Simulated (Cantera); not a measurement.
Al2O3 + H2 (hydrogen reduction and annealing atmospheres)

A closed system holds: 1 mol Al2O3, 19 mol H2, held at 1948.15 K.

These are equilibrium values from Cantera (NASA tables, ideal gas, pure condensed phases), not measurements of a reactor. Candidate condensed phases: Al, Al2O3, H2O; 19 gas species. The tables' values for AlOH are old estimates; treat these amounts as uncertain. Rates play no part.

```
P (Pa)    x H2       x H     x H2O      x Al   x Al2O  n Al2O3(s)
-------  -----  --------  --------  --------  -------  ----------
10       0.890     0.107   0.00191   0.00116  8.33e-5       0.986
68       0.956    0.0424  0.000948  0.000542  5.76e-5       0.993
460      0.983    0.0165  0.000462  0.000246  3.80e-5       0.997
3200     0.993   0.00630  0.000223  0.000107  2.40e-5       0.998
22000    0.997   0.00241  0.000110   4.54e-5  1.45e-5       0.999
150000   0.999  0.000923   5.59e-5   1.83e-5  8.20e-6       1.000
1000000  1.000  0.000358   3.01e-5   6.97e-6  4.25e-6       1.000
```
x: gas mole fraction; n: condensed amount in mol.

From 10.0 Pa to 1000000 Pa the condensed part is Al2O3(s). The main Al-bearing gas is Al at 10.0 Pa and Al2O at 1000000 Pa.
